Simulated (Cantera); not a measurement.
# Calcination and drying: CaCO₃ + CO₂

A closed system holds: 1 mol CaCO₃, 5.4 mol CO₂, at 13.3 mbar.

These are equilibrium values from Cantera (NASA tables, ideal gas, pure condensed phases), not measurements of a reactor. Candidate condensed phases: C, Ca, CaCO₃, CaO; 15 gas species. Equilibrium is a limit: real reactors are often held back by kinetics, nucleation or transport.

From 748 K to 898 K the condensed part is CaCO₃(calcite). From 1048 K to 1648 K the condensed part is CaO(s).

```json
[
 {"T (K)": "748", "log p CO₂": "-1.88", "log p CO": "-11.28", "log p O₂": "-11.58", "log p O": "<-13", "n CaCO₃(calcite)": "1.00", "n CaO(s)": "0"},
 {"T (K)": "898", "log p CO₂": "-1.88", "log p CO": "-9.08", "log p O₂": "-9.38", "log p O": "<-13", "n CaCO₃(calcite)": "1.00", "n CaO(s)": "0"},
 {"T (K)": "1048", "log p CO₂": "-1.88", "log p CO": "-7.51", "log p O₂": "-7.81", "log p O": "-13.10", "n CaCO₃(calcite)": "0", "n CaO(s)": "1.00"},
 {"T (K)": "1198", "log p CO₂": "-1.88", "log p CO": "-6.34", "log p O₂": "-6.64", "log p O": "-10.94", "n CaCO₃(calcite)": "0", "n CaO(s)": "1.00"},
 {"T (K)": "1348", "log p CO₂": "-1.88", "log p CO": "-5.43", "log p O₂": "-5.73", "log p O": "-9.25", "n CaCO₃(calcite)": "0", "n CaO(s)": "1.00"},
 {"T (K)": "1498", "log p CO₂": "-1.88", "log p CO": "-4.70", "log p O₂": "-5.00", "log p O": "-7.90", "n CaCO₃(calcite)": "0", "n CaO(s)": "1.00"},
 {"T (K)": "1648", "log p CO₂": "-1.88", "log p CO": "-4.11", "log p O₂": "-4.41", "log p O": "-6.80", "n CaCO₃(calcite)": "0", "n CaO(s)": "1.00"}
]
```
log p: log10 of the partial pressure in bar; n: condensed amount in mol.
